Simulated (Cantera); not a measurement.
**Adiabatic ignition**

An adiabatic, constant-volume homogeneous reactor starts with 1.65 % C3H8, 20.7 % O2, 77.7 % N2, at 1525 K and 3600 Torr.

Detailed kinetics in Cantera: GRI-Mech 3.0 (53 species, 325 reactions). GRI-Mech 3.0 was tuned for natural gas; its chemistry of propane as a main component is partial and can be far from experiment.

```csv
t (s),T (K),P (bar),x C3H8,x O2,x C2H,x NO,x N2O
1.00e-5,1528,4.83,0.0124,0.204,1.65e-10,3.51e-11,3.16e-9
2.09e-5,1853,6.04,9.04e-5,0.165,1.37e-6,5.20e-8,9.19e-8
4.36e-5,2534,8.16,<1e-12,0.120,<1e-12,0.000173,3.01e-6
9.11e-5,2559,8.22,<1e-12,0.120,<1e-12,0.000468,2.65e-6
0.000190,2557,8.22,<1e-12,0.119,<1e-12,0.00105,2.64e-6
0.000397,2555,8.21,<1e-12,0.119,<1e-12,0.00221,2.63e-6
0.000829,2550,8.19,<1e-12,0.118,<1e-12,0.00437,2.62e-6
0.00173,2542,8.17,<1e-12,0.116,<1e-12,0.00794,2.60e-6
0.00362,2532,8.13,<1e-12,0.114,<1e-12,0.0124,2.61e-6
0.00755,2524,8.11,<1e-12,0.112,<1e-12,0.0159,2.63e-6
0.0158,2521,8.10,<1e-12,0.112,<1e-12,0.0170,2.63e-6
0.0329,2521,8.10,<1e-12,0.112,<1e-12,0.0171,2.64e-6
0.0688,2521,8.10,<1e-12,0.112,<1e-12,0.0171,2.64e-6
0.144,2521,8.10,<1e-12,0.112,<1e-12,0.0171,2.64e-6
0.300,2521,8.10,<1e-12,0.112,<1e-12,0.0171,2.64e-6
```
x: mole fraction; the columns are a selection and need not sum to one.

```
Item                                                              Result
---------------------------------  -------------------------------------
time of steepest temperature rise                                21.4 µs
temperature at 0.300 s                                            2521 K
equilibrium temperature                                           2521 K
x(C3H8) at 0.300 s                 <1e-12 (gas-phase equilibrium <1e-12)
x(O2) at 0.300 s                     0.112 (gas-phase equilibrium 0.112)
x(C2H) at 0.300 s                  <1e-12 (gas-phase equilibrium <1e-12)
```
